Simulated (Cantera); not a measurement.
A closed system holds: 1 mol TEOS, 0.54 mol NO, 1.4 mol N₂, equilibrated at 74.0 mbar.

Equilibrium computed with Cantera from the NASA thermochemical tables; the gas is ideal and each condensed phase is pure. Candidate condensed phases: C, C₆H₆, C₇H₈, C₈H₁₈, H₂O, Si, SiC, SiO₂, Si₂N₂O, Si₃N₄; 151 gas species. The feed counts by its element totals alone. The numbers say what is thermodynamically allowed, not how fast it happens. All values below are at 1025 K.

Base state: H₂ 0.700, CO 0.176, N₂ 0.118, CH₄ 0.00267, H₂O 0.00242, CO₂ 0.000787 (mole fractions); condensed: C(graphite) + SiO₂(β-quartz).

What changes in the equilibrium state with this change: N₂ from 1.4 to 12 mol?


| species | before | after |
|---|---|---|
| N₂ | 0.118 | 0.496 |
| H₂ | 0.700 | 0.401 |
| CO | 0.176 | 0.101 |
| CH₄ | 0.00267 | 0.000876 |
| H₂O | 0.00242 | 0.000798 |
| CO₂ | 0.000787 | 0.000261 |
| C(graphite), mol | 5.47 | 5.46 |
| SiO₂(β-quartz), mol | 1.00 | 1.00 |

What changes in the equilibrium state with this change: N₂ from 1.4 to 11 mol?


| species | before | after |
|---|---|---|
| N₂ | 0.118 | 0.474 |
| H₂ | 0.700 | 0.418 |
| CO | 0.176 | 0.105 |
| CH₄ | 0.00267 | 0.000951 |
| H₂O | 0.00242 | 0.000866 |
| CO₂ | 0.000787 | 0.000283 |
| C(graphite), mol | 5.47 | 5.46 |
| SiO₂(β-quartz), mol | 1.00 | 1.00 |

What changes in the equilibrium state with this change: pressure from 74.0 mbar to 83.0 Pa?


```csv
species,before,after
H₂,0.700,0.704
CO,0.176,0.179
N₂,0.118,0.118
CH₄,0.00267,3.02e-5
H₂O,0.00242,2.77e-5
CO₂,0.000787,9.12e-6
"C(graphite), mol",5.47,5.46
"SiO₂(β-quartz), mol",1.00,1.00
```
